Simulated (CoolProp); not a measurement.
Properties of the fluoroketone C6F12O (FK-5-1-12) along the isotherm 500 K (Tc = 441.8 K, pc = 18.69 bar, ω = 0.471).

The numbers come from the reference Helmholtz-energy equation of state, McLinden 2015 in CoolProp.

| p (bar) | phase | density (kg/m³) | Joule-Thomson coefficient (K/MPa) | isothermal compressibility (1/MPa) | fugacity coefficient |
|---|---|---|---|---|---|
| 18.7 | supercritical | 187.0 | 7.641 | 0.7228 | 0.7959 |
| 37.4 | supercritical | 549.2 | 6.812 | 0.4038 | 0.6215 |
| 56.1 | supercritical | 819.9 | 2.283 | 0.1062 | 0.5080 |
| 74.8 | supercritical | 938.6 | 1.113 | 0.05042 | 0.4475 |
| 93.5 | supercritical | 1011 | 0.6438 | 0.03167 | 0.4141 |
| 112 | supercritical | 1062 | 0.3963 | 0.02280 | 0.3959 |
| 131 | supercritical | 1103 | 0.2392 | 0.01759 | 0.3867 |
| 150 | supercritical | 1137 | 0.1331 | 0.01426 | 0.3842 |
| 168 | supercritical | 1164 | 0.06018 | 0.01208 | 0.3864 |
| 187 | supercritical | 1189 | 0.001720 | 0.01038 | 0.3924 |
